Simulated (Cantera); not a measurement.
## CH3OH + H2O + N2 (carbon deposition, reforming and gasification)

Feed: 1 mol CH3OH, a varied amount of H2O, 0.25 mol N2, at 1827 °C and 0.100 bar.

Equilibrium computed with Cantera from the NASA thermochemical tables; the gas is ideal and each condensed phase is pure. Candidate condensed phases: C, C6H6, C7H8, C8H18, H2O; 136 gas species. Kinetics and transport are ignored.

From 0.029 mol H2O to 3.3 mol H2O nothing is condensed. The main C-bearing gas is CO throughout.

| n(H2O) (mol) | x H2 | x H2O | x CO | x N2 | x CO2 |
|---|---|---|---|---|---|
| 0.029 | 0.605 | 0.00799 | 0.303 | 0.0759 | 0.000810 |
| 0.056 | 0.600 | 0.0153 | 0.300 | 0.0753 | 0.00155 |
| 0.11 | 0.592 | 0.0296 | 0.294 | 0.0741 | 0.00297 |
| 0.22 | 0.576 | 0.0574 | 0.281 | 0.0718 | 0.00567 |
| 0.43 | 0.548 | 0.106 | 0.261 | 0.0677 | 0.0102 |
| 0.84 | 0.501 | 0.187 | 0.226 | 0.0609 | 0.0171 |
| 1.7 | 0.426 | 0.315 | 0.175 | 0.0503 | 0.0262 |
| 3.3 | 0.335 | 0.468 | 0.119 | 0.0380 | 0.0335 |
x: gas mole fraction; nothing condenses.
